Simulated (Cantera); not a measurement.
A closed system holds: 1 mol C2H6, 56 mol H2, equilibrated at 2652 °C and 13.3 mbar.

Cantera equilibrium calculation (NASA polynomials, part measured and part estimated; ideal gas, pure solids and liquids). Candidate condensed phases: C, C6H6, C7H8, C8H18; 76 gas species. The numbers say what is thermodynamically allowed, not how fast it happens.

Base state: H 0.639, H2 0.350, C2H2 (acetylene) 0.00582, C3 0.00199, C2H 0.00163, C 0.00106, C2 0.000344, C4H2 4.03e-5 (mole fractions); condensed: gas only.

**Question.** What changes in the equilibrium state with this change: H2 from 56 to 17 mol?

**Answer.** 
| species | before | after |
|---|---|---|
| H | 0.639 | 0.630 |
| H2 | 0.350 | 0.340 |
| C2H2 (acetylene) | 0.00582 | 0.0145 |
| C5 | 9.63e-6 | 0.000102 |
| C4 | 3.12e-6 | 2.06e-5 |
| C4H2 | 4.03e-5 | 0.000259 |
| C3 | 0.00199 | 0.00819 |

**Question.** What changes in the equilibrium state with this change: temperature from 2652 °C to 2400 °C?

**Answer.** 
| species | before | after |
|---|---|---|
| H2 | 0.350 | 0.633 |
| H | 0.639 | 0.353 |
| C2H2 (acetylene) | 0.00582 | 0.0123 |
| C | 0.00106 | 0.000110 |
| C2 | 0.000344 | 3.98e-5 |
| C3 | 0.00199 | 0.000399 |
| CH | 3.68e-5 | 8.32e-6 |
| C4H2 | 4.03e-5 | 9.95e-5 |
